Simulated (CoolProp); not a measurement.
20 sccm (0 °C, 1 atm) of nitrogen bubbles through liquid hexamethyldisiloxane (MM) at 314.5 K and leaves saturated at a total pressure of 0.15 MPa (ideal gas phase). Each further row changes one setting.

The numbers come from the reference Helmholtz-energy equation of state, Thol 2016 in CoolProp.

```csv
case,vapour pressure (kPa),mole fraction of vapour,delivery (mg/min),delivery (sccm),change of delivery for a bath 1 K warmer (%)
as stated,12.1,0.0808,…,1.76,4.9
bath temperature 319.5 K,…,…,…,2.23,4.9
total pressure 0.3 MPa,12.1,0.0404,…,0.842,4.7
```

Problem. Complete the blanks.

Solution. 
- as stated, delivery (mg/min): 12.7
- bath temperature 319.5 K, vapour pressure (kPa): 15.1
- bath temperature 319.5 K, mole fraction of vapour: 0.100
- bath temperature 319.5 K, delivery (mg/min): 16.2
- total pressure 0.3 MPa, delivery (mg/min): 6.10
